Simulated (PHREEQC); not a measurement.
A PHREEQC speciation (ion-association model, wateq4f.dat) at 25 °C gives pH 2.11 and these molalities:

```json
[
 {"species": "Na+", "mol/kgw": "0.158"},
 {"species": "H2PO4-", "mol/kgw": "0.155"},
 {"species": "Cu+2", "mol/kgw": "0.109"},
 {"species": "H3PO4", "mol/kgw": "0.105"},
 {"species": "SO4-2", "mol/kgw": "0.0787"},
 {"species": "CuSO4", "mol/kgw": "0.0714"},
 {"species": "H2AsO4-", "mol/kgw": "0.0427"},
 {"species": "H3AsO4", "mol/kgw": "0.0423"},
 {"species": "HSO4-", "mol/kgw": "0.0174"},
 {"species": "NaSO4-", "mol/kgw": "0.0125"},
 {"species": "H+", "mol/kgw": "0.0101"}
]
```

Q: What are the element totals, and what could have been dissolved in 1 kg of water to give them?

A: Several could match; the one computed here: totals As(5) 0.0850, Cu(2) 0.180, Na 0.170, P 0.260, S(6) 0.180 mol/kgw, from 0.085 mol Na2HAsO4, 0.26 mol H3PO4 and 0.18 mol CuSO4 per kg of water.

Precipitation was switched off in this run. H3PO4, which wateq4f.dat lacks, is added to it with the constant of phreeqc.dat. The database has no phosphate complexes of Cu. The database has no arsenate complexes of Cu.
